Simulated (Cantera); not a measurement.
Charge: 1 mol Si, 2.4 mol H₂, held at 1 atm.

Equilibrium computed with Cantera from the NASA thermochemical tables; the gas is ideal and each condensed phase is pure. Candidate condensed phases: Si; 9 gas species. Rates play no part. All values below are at 973 K.

Base state: H₂ 1.00 (mole fractions); condensed: Si(s).

**Question.** What changes in the equilibrium state with this change: Si replaced by SiCl₄?

**Answer.** 
```json
[
 {"species": "H₂", "before": "1.00", "after": "0.674"},
 {"species": "SiCl₄", "before": "0", "after": "0.262"},
 {"species": "HCl", "before": "0", "after": "0.0322"},
 {"species": "SiHCl₃", "before": "0", "after": "0.0309"},
 {"species": "SiCl₃", "before": "0", "after": "0.000455"},
 {"species": "SiH₂Cl₂", "before": "0", "after": "0.000380"},
 {"species": "SiCl₂", "before": "0", "after": "2.26e-5"},
 {"species": "Si(s), mol", "before": "1.000", "after": "0"}
]
```
The tables' values for SiCl₃ are old estimates; treat these amounts as uncertain.
